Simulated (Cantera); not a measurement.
A closed system holds: 1 mol Si, 0.27 mol O2, 2.7 mol N2, at 1250 °C and 0.740 bar.

These are equilibrium values from Cantera (NASA tables, ideal gas, pure condensed phases), not measurements of a reactor. Candidate condensed phases: Si, SiO2, Si2N2O, Si3N4; 16 gas species. Mutual solubility and eutectic melting of coexisting phases are not modelled. The tables hold silica as quartz up to 1696 K and as liquid above; real silica turns to tridymite and cristobalite and melts near 1996 K. Equilibrium is a limit: real reactors are often held back by kinetics, nucleation or transport.

Base state: N2 1.000 (mole fractions); condensed: SiO2(β-quartz) + Si2N2O(s).

Q: What changes in the equilibrium state with this change: 0.022 mol CH4 added?

A: 
```csv
species,before,after
N2,1.000,0.971
H2,0,0.0193
CO,0,0.00968
H2O,0,1.40e-5
"SiO2(β-quartz), mol",0.0267,0.0120
"Si2N2O(s), mol",0.487,0.494
```
Further candidate phases: C, C6H6, C7H8, C8H18, H2O, SiC.
